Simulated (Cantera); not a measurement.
An isothermal, constant-pressure homogeneous reactor starts with 33.1 % N₂O, 0.695 % H₂, 66.2 % N₂, at 1523 K and 1.00 bar.

Cantera simulation using GRI-Mech 3.0 (53 species, 325 reactions); the numbers are that mechanism's predictions, not measurements. GRI-Mech 3.0 was tuned for natural gas; its chemistry of N2O as a main component is partial and can be far from experiment. The temperature is held fixed by assumption; the heat of reaction is taken as removed at once.

### Question
Predict: x(N₂O) at 100 s; x(H₂) at 100 s; x(O) at 100 s; x(NO) at 100 s; x(O₂) at 100 s; x(HO₂) at 100 s.

### Answer
```json
{
  "x(N₂O) at 100 s": "7.47e-7 (gas-phase equilibrium 7.37e-8)",
  "x(H₂) at 100 s": "4.52e-8 (gas-phase equilibrium 4.13e-8)",
  "x(O) at 100 s": "1.90e-6 (gas-phase equilibrium 2.07e-6)",
  "x(NO) at 100 s": "0.0457 (gas-phase equilibrium 0.00116)",
  "x(O₂) at 100 s": "0.116 (gas-phase equilibrium 0.139)",
  "x(HO₂) at 100 s": "3.59e-8 (gas-phase equilibrium 4.09e-8)"
}
```
